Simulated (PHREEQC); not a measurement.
# Acid rinse or clean (model solution)

Solution (25 °C): 0.004 mol/kgw HBr, 3e-05 mol/kgw NiCl2 and 5.6e-05 mol/kgw MnSO4. Closed to the air; pH follows from the charge balance.

All values are PHREEQC results (ion-association model, wateq4f.dat), not measurements.

```yaml
pH: 2.43
ionic_strength: 0.00429 mol/kgw
total_alkalinity: -4.00 meq/kg
```

```tsv
species	molality	activity	log γ
Br-	0.00400	0.00373	-0.031
H+	0.00399	0.00374	-0.028
Cl-	6.00e-5	5.59e-5	-0.031
Mn+2	5.57e-5	4.25e-5	-0.118
SO4-2	4.29e-5	3.25e-5	-0.121
Ni+2	2.96e-5	2.23e-5	-0.123
HSO4-	1.27e-5	1.18e-5	-0.030
NiBr+	2.82e-7	2.63e-7	-0.031
MnSO4	2.45e-7	2.46e-7	0.000
NiSO4	1.41e-7	1.41e-7	0.000
MnCl+	1.04e-8	9.66e-9	-0.030
NiCl+	3.36e-9	3.13e-9	-0.031
```

Precipitation was switched off in this run. Complexes and solids missing from the database can't appear.
